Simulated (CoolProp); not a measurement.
Properties of nitrous oxide along the isobar 3710 kPa (Tc = 309.5 K, pc = 7245 kPa, ω = 0.161).

Model: reference Helmholtz-energy equation of state, Lemmon 2006, in CoolProp. It is a short technical equation, of lower accuracy than the large ones.

```tsv
T (K)	phase	density (kg/m³)	Joule-Thomson coefficient (K/MPa)	isothermal compressibility (1/MPa)	expansivity (1/kK)	fugacity coefficient
307.4	gas	80.95	10.65	0.3566	6.897	0.8236
315.7	gas	76.70	9.907	0.3427	6.147	0.8382
323.9	gas	73.10	9.254	0.3324	5.584	0.8512
332.1	gas	69.96	8.670	0.3243	5.139	0.8628
340.4	gas	67.15	8.139	0.3176	4.771	0.8734
348.6	gas	64.65	7.665	0.3122	4.468	0.8830
356.9	gas	62.37	7.230	0.3076	4.207	0.8918
365.1	gas	60.31	6.838	0.3037	3.984	0.8997
373.4	gas	58.40	6.474	0.3004	3.787	0.9070
```
